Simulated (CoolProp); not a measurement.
The numbers come from the reference Helmholtz-energy equation of state, Schmidt 1985 in CoolProp. Above 300 K oxygen's equation is extrapolated.

Question: For oxygen, give the phase and the cp (kJ/(kg K)), conductivity (mW/(m K)) at 367.3 K and 7570 kPa.

Answer: 
- 367.3 K and 7570 kPa: supercritical; cp 1.00, conductivity 34.4

Thermal conductivity comes from a separate model (Lemmon 2004).
